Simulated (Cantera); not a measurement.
Mixture: 4.31 % CH4, 13.4 % O2, 82.3 % N2, equivalence ratio 0.64, at 3750 Torr, adiabatic and at constant pressure. Ignition delay is the time to a rise of 400 K.

Cantera simulation using GRI-Mech 3.0 (53 species, 325 reactions); the numbers are that mechanism's predictions, not measurements.

### Question
Predict: delay at 1125 K; delay at 1175 K; delay at 1225 K; delay at 1275 K; delay at 1325 K; delay at 1375 K; delay at 1425 K; apparent activation energy between 1325 and 1425 K.

### Answer
* **delay at 1125 K**: 34.2 ms
* **delay at 1175 K**: 17.4 ms
* **delay at 1225 K**: 9.20 ms
* **delay at 1275 K**: 5.00 ms
* **delay at 1325 K**: 2.79 ms
* **delay at 1375 K**: 1.59 ms
* **delay at 1425 K**: 0.930 ms
* **apparent activation energy between 1325 and 1425 K**: 170 kJ/mol
